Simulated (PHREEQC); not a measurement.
0.064 g of hydrous ferric oxide (600 m²/g; 0.2 weak and 0.005 strong sites per Fe, Dzombak-Morel constants, diffuse double layer) in 1 kg of water with 0.05 mol/kgw of an inert sodium salt and 4.5e-06 mol CaCl2 and 7.2e-06 mol MgCl2, at 25 °C; the pH is set by adding NaOH or the inert anion's acid. O2 is buffered at 0.21 atm. The system is closed to CO2. No solid was allowed to form.

Base run: PHREEQC, ion-association model, wateq4f.dat. Each further column changes one thing. The table gives Ca sorbed (%).

```tsv
pH	base	no electrostatic term (-no_edl)	background salt from 0.05 to 0.005 mol/kgw	oxide from 0.064 to 0.32 g/kgw	1.9e-05 mol/kgw CuCl2 added
4	0.0	0.0	0.0	0.0	0.0
5	0.0	0.1	0.0	0.0	0.0
5.5	0.0	0.3	0.0	0.0	0.0
6.5	0.0	[?]	0.0	0.1	0.0
7.5	1.1	8.1	1.4	5.3	0.1
8.5	26.0	10.7	34.0	70.3	2.8
9	56.5	[?]	[?]	[?]	15.8
10	97.1	[?]	[?]	99.8	88.0
```

Question: What belongs in the gaps?

Answer: 
- 6.5, no electrostatic term (-no_edl): 2.1
- 9, no electrostatic term (-no_edl): 9.9
- 9, background salt from 0.05 to 0.005 mol/kgw: 68.1
- 9, oxide from 0.064 to 0.32 g/kgw: 93.9
- 10, no electrostatic term (-no_edl): 7.8
- 10, background salt from 0.05 to 0.005 mol/kgw: 99.0

 The database's constant for dissolved Cu(OH)2 is higher than later reviews accept.
